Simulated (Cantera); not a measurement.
Cantera run:

```python
import numpy as np
import cantera as ct

gas_names = [...]  # 113 gases of nasa_gas.yaml made of C, H, O, Pb
cond_names = """
    C(gr) C6H6(L) C7H8(L) C8H18(L),n-octa H2O(s) H2O(L) Pb(cr) Pb(L) PbO(rd) PbO(yw) PbO(L) PbO2(s)
    Pb3O4(s)
""".split()


# ... load() reads the species with a 1 bar reference pressure and builds the phases ...
atoms = {
    'Pb': {'Pb': 1},
    'CO': {'C': 1, 'O': 1},
    'H2': {'H': 2},
}
top_T = {'C(gr)': 4500, 'Pb3O4(s)': 820}  # K; cautious upper limits of use, not melting points


# ... equilibrate(T, P, feed) seeds the gas with the atoms and calls Mixture.equilibrate('TP', solver="vcs", rtol=1e-11, max_steps=5000) ...
results = []
feed = {'Pb': 1, 'CO': 1.9, 'H2': 10}  # mol
P = 10000  # Pa
for T in [1073, 1123, 1173, 1223, 1273, 1323, 1373]:
    mix = equilibrate(T, P, feed)
    results.append((T, P, feed, dict(zip(mix.species_names, mix.species_moles))))
    x = sorted(zip(gas.X, gas.species_names), reverse=True)
    print(f"T = {T:g} K  P = {P:g} Pa  gas = {mix.phase_moles(0):.4g} mol")
    print("   x: " + "  ".join(f"{s} {v:.3e}" for v, s in x if v > 1e-05))
    print("   condensed (mol): " + ("  ".join(f"{mix.phase(i).name} {mix.phase_moles(i):.4g}"
          for i in range(1, mix.n_phases) if mix.phase_moles(i) > 1e-12) or "none"))
```

It prints:

```
T = 1073 K  P = 10000 Pa  gas = 11.85 mol
   x: H2 8.368e-01  CO 1.574e-01  CH4 2.575e-03  H2O 2.139e-03  Pb 7.308e-04  CO2 4.357e-04
   condensed (mol): Pb(L) 0.9913
T = 1123 K  P = 10000 Pa  gas = 11.89 mol
   x: H2 8.371e-01  CO 1.582e-01  Pb 1.827e-03  CH4 1.452e-03  H2O 1.238e-03  CO2 2.140e-04
   condensed (mol): Pb(L) 0.9783
T = 1173 K  P = 10000 Pa  gas = 11.93 mol
   x: H2 8.358e-01  CO 1.583e-01  Pb 4.218e-03  CH4 8.562e-04  H2O 7.454e-04  CO2 1.109e-04
   condensed (mol): Pb(L) 0.9497
T = 1223 K  P = 10000 Pa  gas = 12 mol
   x: H2 8.321e-01  CO 1.578e-01  Pb 9.075e-03  CH4 5.243e-04  H2O 4.642e-04  CO2 6.027e-05
   condensed (mol): Pb(L) 0.8911
T = 1273 K  P = 10000 Pa  gas = 12.11 mol
   x: H2 8.245e-01  CO 1.565e-01  Pb 1.836e-02  CH4 3.304e-04  H2O 2.966e-04  CO2 3.401e-05
   condensed (mol): Pb(L) 0.7776
T = 1323 K  P = 10000 Pa  gas = 12.33 mol
   x: H2 8.105e-01  CO 1.539e-01  Pb 3.516e-02  CH4 2.120e-04  H2O 1.926e-04  CO2 1.971e-05
   condensed (mol): Pb(L) 0.5664
T = 1373 K  P = 10000 Pa  gas = 12.71 mol
   x: H2 7.862e-01  CO 1.493e-01  Pb 6.415e-02  CH4 1.364e-04  H2O 1.254e-04  CO2 1.157e-05  Pb2 1.106e-05
   condensed (mol): Pb(L) 0.1842
```

These are equilibrium values from Cantera (NASA tables, ideal gas, pure condensed phases), not measurements of a reactor.
